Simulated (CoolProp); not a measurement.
Properties of propylene glycol along the isobar 31.2 MPa (Tc = 400.8 °C, pc = 7.292 MPa, ω = 0.327).

Computed with CoolProp (reference Helmholtz-energy equation of state, Eisenbach 2021).

```tsv
T (°C)	phase	density (kg/m³)	cv (kJ/(kg K))	speed of sound (m/s)	expansivity (1/kK)
256.25	liquid	859.5	3.014	1018	1.143
269.25	liquid	846.6	3.047	984.4	1.197
282.15	liquid	833.3	3.077	950.7	1.255
295.05	liquid	819.6	3.106	917.1	1.319
308.05	liquid	805.3	3.134	883.1	1.391
320.95	liquid	790.6	3.161	849.4	1.470
333.95	liquid	775.2	3.186	815.4	1.559
346.85	liquid	759.3	3.210	781.5	1.658
```
